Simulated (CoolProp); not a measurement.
Vapour-liquid equilibrium of CH3F (R41) (1) + chloromethane (R40) (2) at 259.2 K; x and y are mole fractions of (1).

The numbers come from the multi-fluid Helmholtz-energy mixture model, Lemmon 2006 and Thol 2014; pair parameters Bell 2016 in CoolProp.

```tsv
x	bubble pressure, mixture model (MPa)	bubble pressure, Raoult's law (MPa)	y, mixture model	y, Raoult's law
0.05	0.2178	0.2146	0.316	0.319
0.125	0.3140	0.3058	0.550	0.560
0.2	0.4092	0.3971	0.674	0.690
0.275	0.5029	0.4883	0.752	0.772
0.35	0.5945	0.5796	0.805	0.828
0.425	0.6840	0.6708	0.844	0.868
0.5	0.7714	0.7621	0.874	0.899
0.575	0.8573	0.8533	0.899	0.923
0.65	0.9425	0.9446	0.920	0.943
0.725	1.028	1.036	0.939	0.959
0.8	1.115	1.127	0.956	0.973
0.875	1.206	1.218	0.972	0.984
0.95	1.302	1.310	0.989	0.994
```

The largest gap from Raoult's law is +3.0 % in bubble pressure, at x = 0.2. No azeotrope shows between x = 0.05 and 0.95.

Pair parameters are fitted to limited data, so mixtures are less certain than the pure fluids. The gap from Raoult's law changes sign with composition, which may be real or a fault of the pair parameters; it wasn't checked against measurements.
